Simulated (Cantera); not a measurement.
Input: 1 mol V2O3, 5.3 mol H2, 1.1 mol N2, equilibrated at 527 °C and 91.0 Pa.

These are equilibrium values from Cantera (NASA tables, ideal gas, pure condensed phases), not measurements of a reactor. Candidate condensed phases: H2O, V, VN, VO, V2O3, V2O4, V2O5; 28 gas species. VN: taken at fixed stoichiometry. Condensed phases not in the tables: the oxides between V2O3 and V2O5 other than VO2, V2N. Kinetics and transport are ignored.

Base state: H2 0.828, N2 0.172, H2O 0.000241 (mole fractions); condensed: VN(s) + V2O3(s).

### Question
What changes in the equilibrium state with this change: pressure from 91.0 Pa to 96.0 mbar?

### Answer
```csv
species,before,after
H2,0.828,0.827
N2,0.172,0.172
H2O,0.000241,0.00114
NH3,8.50e-7,8.94e-5
"VN(s), mol",0.00103,0.00485
"V2O3(s), mol",0.999,0.998
```
